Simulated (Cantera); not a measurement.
Charge: 1 mol c-C4F8, 0.098 mol H2, at 1925 °C and 0.260 bar.

Equilibrium computed with Cantera from the NASA thermochemical tables; the gas is ideal and each condensed phase is pure. Candidate condensed phases: C, C6H6, C7H8, C8H18; 95 gas species. The feed counts by its element totals alone. The tables' values for C2F4 are old estimates; treat these amounts as uncertain. Gases not in the tables: C2F6 and larger saturated fluorocarbons. Equilibrium is a limit: real reactors are often held back by kinetics, nucleation or transport.

Base state: CF4 0.799, CF2 0.0866, HF 0.0859, F 0.0164, CF3 0.0116, CF 0.000184, C2F4 2.14e-5 (mole fractions); condensed: C(graphite).

### Question
What changes in the equilibrium state with this change: H2 from 0.098 to 0.63 mol?

### Answer
| species | before | after |
|---|---|---|
| CF4 | 0.799 | 0.501 |
| HF | 0.0859 | 0.408 |
| CF2 | 0.0866 | 0.0686 |
| CF3 | 0.0116 | 0.00817 |
| F | 0.0164 | 0.0146 |
| CHF3 | 5.32e-6 | 2.00e-5 |
| C2F4 | 2.14e-5 | 1.34e-5 |
| C(graphite), mol | 1.95 | 2.21 |

### Question
What changes in the equilibrium state with this change: pressure from 0.260 bar to 0.0133 bar?

### Answer
| species | before | after |
|---|---|---|
| CF4 | 0.799 | 0.483 |
| CF2 | 0.0866 | 0.297 |
| F | 0.0164 | 0.134 |
| CF3 | 0.0116 | 0.0167 |
| HF | 0.0859 | 0.0681 |
| CF | 0.000184 | 0.00151 |
| C2F4 | 2.14e-5 | 1.29e-5 |
| C(graphite), mol | 1.95 | 1.70 |
